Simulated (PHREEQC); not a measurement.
Make-up at 75 °C: 2.2 mmol/kgw HF, 1.2 mmol/kgw NaOH and 1.6 mmol/kgw KCl. Closed to the air; pH follows from the charge balance.

Equilibrium calculation in PHREEQC: ion-association model, phreeqc.dat.

```tsv
quantity	before	after
pH	3.79	10.22
ionic strength (mol/kgw)	0.00297	0.00759
F- (mol/kgw)	0.00137	0.00219
HF (mol/kgw)	0.000824	4.72e-10
```

### Question
Name the change that produced these shifts.
A. KCl left out
B. KCl from 0.0016 to 0.00176 mol/kgw
C. 0.00054 mol/kgw CO2 added
D. HF from 0.0022 to 0.0011 mol/kgw
E. NaOH from 0.0012 to 0.006 mol/kgw

### Answer
E, NaOH from 0.0012 to 0.006 mol/kgw

Precipitation was switched off in this run. Away from 25 °C the constants follow the database's enthalpies or fits; those with neither stay at their 25 °C values.
